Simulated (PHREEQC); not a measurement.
Make-up at 25 °C: 0.011 mol HF, 0.0051 mol H2SiF6, 0.049 mol HBF4 and 0.091 mol HCl per kg of water. Closed to the air; pH follows from the charge balance.

Computed with PHREEQC (ion-association model, wateq4f.dat).

```yaml
pH: 0.92
ionic_strength: 0.154 mol/kgw
total_alkalinity: -329 meq/kg
```

| species | molality | activity | log γ |
|---|---|---|---|
| H+ | 0.149 | 0.120 | -0.093 |
| Cl- | 0.0910 | 0.0666 | -0.136 |
| BF4- | 0.0466 | 0.0329 | -0.151 |
| HF | 0.0160 | 0.0166 | 0.015 |
| SiF6-2 | 0.00509 | 0.00166 | -0.487 |
| H3BO3 | 0.00132 | 0.00137 | 0.015 |
| BF3OH- | 0.00103 | 0.000726 | -0.151 |
| H2F2 | 0.000691 | 0.000716 | 0.015 |
| F- | 0.000126 | 9.18e-5 | -0.138 |
| BF2(OH)2- | 8.44e-5 | 5.96e-5 | -0.151 |
| H4SiO4 | 8.22e-6 | 8.52e-6 | 0.015 |

No solid was allowed to form. Complexes and solids missing from the database can't appear. SiF6-2 is the database's only silicon fluoride. Real BF4- forms and hydrolyses slowly; the run takes it at equilibrium.
